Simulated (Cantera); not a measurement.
A Cantera script and what it prints.

```python
import numpy as np
import cantera as ct

gas_names = """
    H HNO HNO2 HNO3 HO2 H2 H2O H2O2 N NH NH2 NH3 NH2OH NO NO2 NO3 N2 N2H2 N2H4 N2O O OH O2 O3 V VN VO
    VO2
""".split()
cond_names = """
    H2O(s) H2O(L) V(cr) V(L) VN(s) VO(s) VO(L) V2O3(s) V2O3(L) V2O4(I) V2O4(II) V2O4(L) V2O5(s) V2O5(L)
""".split()


# ... load() reads the species with a 1 bar reference pressure and builds the phases ...
atoms = {
    'V2O5': {'V': 2, 'O': 5},
    'H2': {'H': 2},
    'N2': {'N': 2},
}
top_T = {'VN(s)': 2300}  # K; cautious upper limits of use, not melting points


# ... equilibrate(T, P, feed) seeds the gas with the atoms and calls Mixture.equilibrate('TP', solver="vcs", rtol=1e-11, max_steps=5000) ...
results = []
feed = {'V2O5': 1, 'H2': 1.1, 'N2': 3.9}  # mol
P = 3400  # Pa
for T in [1350, 1450, 1550, 1650, 1750, 1850, 1950]:
    mix = equilibrate(T, P, feed)
    results.append((T, P, feed, dict(zip(mix.species_names, mix.species_moles))))

top = {s: max(r[3][s] / sum(r[3][g] for g in gas_names) for r in results) for s in gas_names}
cols = sorted((s for s in top if top[s] > 0.0001), key=lambda s: -top[s])[:6]
seen = [c for c in cond_names if any(r[3].get(c, 0) > 1e-12 for r in results)]
print("log10 of partial pressures in bar; condensed amounts in mol")
print(f"{'T/K':>10s}" + "".join(f"{s[:9]:>10s}" for s in cols + seen))
for T, P, feed, n in results:
    ng = sum(n[g] for g in gas_names)
    print(f"{T:10.4g}" + "".join(f"{np.log10(max(n[s] / ng * P / 1e5, 1e-99)):10.3f}" for s in cols)
          + "".join(f"{n.get(c, 0):10.4g}" for c in seen))
```

Output:

```
log10 of partial pressures in bar; condensed amounts in mol
       T/K        N2       H2O       VO2        H2        O2        OH   V2O3(s)  V2O4(II)   V2O4(L)
      1350    -1.576    -2.127    -8.765    -4.680    -8.276    -7.200   0.09693    0.9031         0
      1450    -1.576    -2.128    -7.563    -4.534    -7.235    -6.505   0.09575    0.9043         0
      1550    -1.576    -2.128    -6.522    -4.406    -6.329    -5.901    0.0945    0.9055         0
      1650    -1.577    -2.129    -5.613    -4.293    -5.533    -5.370   0.09388    0.9059         0
      1750    -1.577    -2.131    -4.814    -4.194    -4.827    -4.899   0.09658    0.9023         0
      1850    -1.578    -2.134    -4.135    -4.050    -4.312    -4.509    0.1053         0    0.8892
      1950    -1.582    -2.143    -3.587    -3.812    -4.078    -4.219    0.1096         0    0.8712
```

Equilibrium computed with Cantera from the NASA thermochemical tables; the gas is ideal and each condensed phase is pure. Mutual solubility and eutectic melting of coexisting phases are not modelled. Condensed phases not in the tables: the oxides between V2O3 and V2O5 other than VO2.
